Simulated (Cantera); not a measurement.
A Cantera script and what it prints.

```python
import numpy as np
import cantera as ct

gas_names = """
    C CO CO2 C2 C2O C3 C3O2 C4 C5 Fe FeC5O5 FeO O O2 O3
""".split()
cond_names = """
    C(gr) Fe(a) Fe(c) Fe(d) Fe(L) FeC5O5(L) FeO(s) FeO(L) Fe2O3(s) Fe3O4(s)
""".split()


# ... load() reads the species with a 1 bar reference pressure and builds the phases ...
atoms = {
    'Fe': {'Fe': 1},
    'CO': {'C': 1, 'O': 1},
}
top_T = {'C(gr)': 4500, 'Fe2O3(s)': 1830, 'Fe3O4(s)': 1870}  # K; cautious upper limits of use, not melting points


# ... equilibrate(T, P, feed) seeds the gas with the atoms and calls Mixture.equilibrate('TP', solver="vcs", rtol=1e-11, max_steps=5000) ...
results = []
feed = {'Fe': 1, 'CO': 0.88}  # mol
T = 1523.15  # K
for P in [10, 120, 1600, 19000, 240000, 3000000]:
    mix = equilibrate(T, P, feed)
    results.append((T, P, feed, dict(zip(mix.species_names, mix.species_moles))))

top = {s: max(r[3][s] / sum(r[3][g] for g in gas_names) for r in results) for s in gas_names}
cols = sorted((s for s in top if top[s] > 1e-05), key=lambda s: -top[s])[:8]
seen = [c for c in cond_names if any(r[3].get(c, 0) > 1e-12 for r in results)]
print("log10 of partial pressures in bar; condensed amounts in mol")
print(f"{'P/Pa':>10s}" + "".join(f"{s[:9]:>10s}" for s in cols + seen))
for T, P, feed, n in results:
    ng = sum(n[g] for g in gas_names)
    print(f"{P:10.4g}" + "".join(f"{np.log10(max(n[s] / ng * P / 1e5, 1e-99)):10.3f}" for s in cols)
          + "".join(f"{n.get(c, 0):10.4g}" for c in seen))
```

Result:

```
log10 of partial pressures in bar; condensed amounts in mol
      P/Pa        CO       CO2        Fe     C(gr)     Fe(c)
        10    -4.001   -11.268    -6.614 4.765e-08    0.9979
       120    -2.921    -9.107    -6.614  5.73e-07    0.9998
      1600    -1.796    -6.857    -6.614 7.642e-06         1
   1.9e+04    -0.721    -4.708    -6.614 9.072e-05         1
   2.4e+05     0.380    -2.506    -6.614  0.001142         1
     3e+06     1.470    -0.325    -6.614   0.01366         1
```

Cantera equilibrium calculation (NASA polynomials, part measured and part estimated; ideal gas, pure solids and liquids). Iron dissolves carbon and melts from about 1420 K in contact with it, which pure phases cannot show. Condensed phases not in the tables: cementite and carbon dissolved in iron.
